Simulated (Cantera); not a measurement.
Input: 1 mol Cu, 0.047 mol H2O, a varied amount of CO, held at 1775 °C and 0.000120 bar.

Method: chemical equilibrium by Gibbs-energy minimisation in Cantera with the NASA 1993 tables (ideal gas, pure condensed phases). Candidate condensed phases: C, C6H6, C7H8, C8H18, Cu, CuO, Cu(OH)2, Cu2O, H2O; 113 gas species. Rates play no part.

x: gas mole fraction; nothing condenses.

```tsv
n(CO) (mol)	x CO	x Cu	x H	x CO2	x H2	x H2O	x O
0.98	0.458	0.488	0.0207	0.0196	0.0103	0.00209	(withheld)
1.8	0.612	0.348	0.0170	0.0149	0.00694	0.000805	(withheld)
2.7	0.704	0.265	0.0143	0.0117	0.00487	0.000384	(withheld)
3.6	0.760	0.214	0.0123	0.00955	0.00363	0.000217	(withheld)
4.4	0.795	0.183	0.0110	0.00821	0.00290	0.000143	(withheld)
5.3	0.824	0.157	0.00985	0.00709	0.00232	9.51e-5	(withheld)
6.2	0.845	0.137	0.00893	0.00624	0.00191	6.69e-5	(withheld)
```

Task: Some entries are withheld; supply them.

Result: 
- 0.98, x O: 0.000668
- 1.8, x O: 0.000381
- 2.7, x O: 0.000259
- 3.6, x O: 0.000196
- 4.4, x O: 0.000161
- 5.3, x O: 0.000135
- 6.2, x O: 0.000115
